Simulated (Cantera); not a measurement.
A closed system holds: 1 mol V2O3, 3.7 mol H2, 0.93 mol N2, equilibrated at 75.0 Torr.

Method: chemical equilibrium by Gibbs-energy minimisation in Cantera with the NASA 1993 tables (ideal gas, pure condensed phases). Candidate condensed phases: H2O, V, VN, VO, V2O3, V2O4, V2O5; 28 gas species. Mutual solubility and eutectic melting of coexisting phases are not modelled. VN, VO: taken at fixed stoichiometry. Condensed phases not in the tables: the oxides between V2O3 and V2O5 other than VO2, solid solutions among these carbides, nitrides and lower oxides, V2N. Rates play no part.

x: gas mole fraction; n: condensed amount in mol.

```csv
T (°C),x H2,x N2,x H2O,x H,x NH3,x VO2,x OH,n VN(s),n V2O3(s),n VO(s)
775,0.798,0.200,0.00177,2.18e-8,1.37e-5,<1e-12,<1e-12,0.00546,0.997,0
875,0.798,0.200,0.00195,2.02e-7,7.86e-6,<1e-12,2.96e-12,0.00602,0.997,0
975,0.798,0.200,0.00210,1.32e-6,4.91e-6,…,3.55e-11,0.00648,0.997,0
1075,0.797,0.200,0.00222,6.53e-6,3.28e-6,…,2.93e-10,0.00685,0.997,0
1175,0.797,0.200,0.00232,2.60e-5,2.32e-6,…,1.80e-9,0.00716,0.996,0
1275,0.795,0.201,0.00376,8.68e-5,1.71e-6,…,1.37e-8,0,0.983,0.0348
1375,0.793,0.201,0.00612,0.000251,1.31e-6,…,8.69e-8,0,0.972,0.0566
1475,0.789,0.201,0.00939,0.000642,1.03e-6,…,4.46e-7,0,0.956,0.0870
1575,0.784,0.201,0.0137,0.00148,8.24e-7,…,1.91e-6,0,0.936,0.127
```

Q: What belongs in the gaps?

A: 
- 975, x VO2: 1.41e-12
- 1075, x VO2: 4.50e-11
- 1175, x VO2: 8.76e-10
- 1275, x VO2: 1.43e-8
- 1375, x VO2: 1.70e-7
- 1475, x VO2: 1.50e-6
- 1575, x VO2: 1.03e-5
